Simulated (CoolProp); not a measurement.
Isohexane at 293.15 K and 8.23 MPa is throttled through a valve to 3.36 MPa with no heat exchange. Each further row changes one setting.

Model: reference Helmholtz-energy equation of state, Lemmon 2006, in CoolProp. It is a short technical equation, of lower accuracy than the large ones.

```json
[
 {"case": "as stated", "temperature change (K)": "…", "final density (kg/m³)": "…"},
 {"case": "outlet pressure 1.01 MPa", "temperature change (K)": "…", "final density (kg/m³)": "651"},
 {"case": "outlet pressure 4.37 MPa", "temperature change (K)": "+1.6", "final density (kg/m³)": "…"}
]
```

### Question
Some entries are withheld; supply them.

### Answer

- as stated, temperature change (K): +2.1
- as stated, final density (kg/m³): 655
- outlet pressure 1.01 MPa, temperature change (K): +3.0
- outlet pressure 4.37 MPa, final density (kg/m³): 656
